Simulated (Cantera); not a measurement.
An adiabatic, constant-volume homogeneous reactor starts with 10.6 % CH₃OH, 18.7 % O₂, 70.6 % N₂, equivalence ratio 0.85, at 1250 K and 3.10 bar.

Model: GRI-Mech 3.0 (53 species, 325 reactions), integrated in Cantera. GRI-Mech 3.0 was tuned for natural gas; its chemistry of methanol as a main component is partial and can be far from experiment.

**Question.** Predict: time of steepest temperature rise; temperature at 0.200 s; equilibrium temperature; x(O₂) at 0.200 s; x(CO₂) at 0.200 s; x(H₂O) at 0.200 s.

**Answer.** 
```
Item                                                               Value
---------------------------------  -------------------------------------
time of steepest temperature rise                                1.66 ms
temperature at 0.200 s                                            2841 K
equilibrium temperature                                           2841 K
x(O₂) at 0.200 s                   0.0309 (gas-phase equilibrium 0.0309)
x(CO₂) at 0.200 s                  0.0716 (gas-phase equilibrium 0.0716)
x(H₂O) at 0.200 s                    0.176 (gas-phase equilibrium 0.176)
```
